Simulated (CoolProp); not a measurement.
Vapour-liquid equilibrium of propylene (1) + acetone (2) at 36.65 °C; x and y are mole fractions of (1).

Values from CoolProp's multi-fluid Helmholtz-energy mixture model, Lemmon 2013 and Lemmon 2006; pair parameters Bell 2016.

```json
[
 {"x": "0.05", "bubble pressure (kPa)": "192.8", "y at the bubble point": "0.744", "dew pressure at overall composition x (kPa)": "52.32", "liquid density (mol/L)": "13.24"},
 {"x": "0.2", "bubble pressure (kPa)": "581.0", "y at the bubble point": "0.917", "dew pressure at overall composition x (kPa)": "62.21", "liquid density (mol/L)": "13.10"},
 {"x": "0.35", "bubble pressure (kPa)": "857.0", "y at the bubble point": "0.946", "dew pressure at overall composition x (kPa)": "76.53", "liquid density (mol/L)": "12.92"},
 {"x": "0.5", "bubble pressure (kPa)": "1028", "y at the bubble point": "0.957", "dew pressure at overall composition x (kPa)": "99.32", "liquid density (mol/L)": "12.69"},
 {"x": "0.65", "bubble pressure (kPa)": "1145", "y at the bubble point": "0.965", "dew pressure at overall composition x (kPa)": "141.5", "liquid density (mol/L)": "12.41"},
 {"x": "0.8", "bubble pressure (kPa)": "1269", "y at the bubble point": "0.974", "dew pressure at overall composition x (kPa)": "246.2", "liquid density (mol/L)": "12.07"},
 {"x": "0.95", "bubble pressure (kPa)": "1447", "y at the bubble point": "0.991", "dew pressure at overall composition x (kPa)": "915.1", "liquid density (mol/L)": "11.67"}
]
```

No azeotrope shows between x = 0.05 and 0.95.

The pair parameters rest on a limited set of measurements; away from them the model extrapolates. With so large a gap from Raoult's law the liquid may split in two, which this calculation doesn't test in full.
